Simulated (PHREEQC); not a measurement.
1.5 g of hydrous ferric oxide (600 m²/g; 0.2 weak and 0.005 strong sites per Fe, Dzombak-Morel constants, diffuse double layer) in 1 kg of water with 0.01 mol/kgw of an inert sodium salt, at 25 °C; the pH is set by adding NaOH or the inert anion's acid. Oxygen alone is held at its pressure in air (log pO2 = -0.68). No CO2 enters from the air. No solid was allowed to form.

Base run: PHREEQC, ion-association model, wateq4f.dat. Each further column changes one thing. The table gives surface charge σ (C/m²).

```csv
pH,base,background salt from 0.01 to 0.001 mol/kgw,oxide from 1.5 to 7.5 g/kgw,0.0026 mol/kgw Na2SeO4 added
3,0.328,0.276,0.340,0.035
3.5,0.280,0.198,0.298,0.034
4,0.221,0.134,0.238,0.034
4.5,0.163,0.087,0.176,0.032
5,0.115,0.055,0.122,0.030
5.5,0.078,0.033,0.081,0.026
6,0.050,0.019,0.052,0.022
6.5,0.031,0.011,0.031,0.017
7,0.017,0.006,0.018,0.013
7.5,0.008,0.003,0.008,0.008
8,0.001,0.000,0.001,0.001
8.5,-0.005,-0.002,-0.005,-0.007
9,-0.013,-0.004,-0.013,-0.017
```

The oxide is taken as insoluble; below pH 4 it would dissolve.
